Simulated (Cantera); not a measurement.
Cantera run, input and output.

```python
import numpy as np
import cantera as ct

gas = ct.Solution("gri30.yaml")
gas.TPX = 1275, 53000, {'H2': 0.74, 'O2': 0.6, 'N2': 4.4}
inlet = ct.Reservoir(gas, clone=True)

reactor = ct.IdealGasConstPressureReactor(gas, energy="off", clone=False)
exhaust = ct.Reservoir(gas, clone=True)
tau = [2, 0.73, 0.27, 0.1, 0.037, 0.013, 0.005, 0.0018, 0.00067][0]
for a, b in ((inlet, reactor), (reactor, exhaust)):
    ct.MassFlowController(a, b, mdot=lambda t: reactor.mass / tau)
net = ct.ReactorNet([reactor])
show = ['H2', 'O2', 'H2O2', 'H', 'NO']

rows = []
print(f"{'tau/s':>10s}{'T/K':>9s}" + "".join(f"{s:>11s}" for s in show))
for tau in [2, 0.73, 0.27, 0.1, 0.037, 0.013, 0.005, 0.0018, 0.00067]:
    net.initial_time = 0.0
    net.advance(30 * tau)
    before = gas.X
    net.advance(40 * tau)
    drift = np.max(np.abs(gas.X - before) / (gas.X + 1e-9))
    rows.append([gas.T, *gas[show].X, drift])
    print(f"{tau:10.3e}{gas.T:9.1f}" + "".join(f"{x:11.3e}" for x in gas[show].X))
```

Result:

```
     tau/s      T/K         H2         O2       H2O2          H         NO
 2.000e+00   1275.0  6.404e-05  4.281e-02  2.004e-07  3.032e-06  7.837e-07
 7.300e-01   1275.0  1.254e-04  4.282e-02  3.212e-07  8.351e-06  6.074e-07
 2.700e-01   1275.0  2.425e-04  4.284e-02  4.962e-07  2.265e-05  5.015e-07
 1.000e-01   1275.0  4.646e-04  4.289e-02  7.400e-07  6.114e-05  5.028e-07
 3.700e-02   1275.0  8.801e-04  4.300e-02  1.060e-06  1.641e-04  6.554e-07
 1.300e-02   1275.0  1.695e-03  4.326e-02  1.466e-06  4.580e-04  1.062e-06
 5.000e-03   1275.0  3.030e-03  4.375e-02  1.858e-06  1.147e-03  1.762e-06
 1.800e-03   1275.0  5.505e-03  4.479e-02  2.220e-06  2.943e-03  2.950e-06
 6.700e-04   1275.0  9.510e-03  4.674e-02  2.421e-06  6.832e-03  4.393e-06
```

Cantera simulation using GRI-Mech 3.0 (53 species, 325 reactions); the numbers are that mechanism's predictions, not measurements. The temperature is held fixed by assumption; the heat of reaction is taken as removed at once.
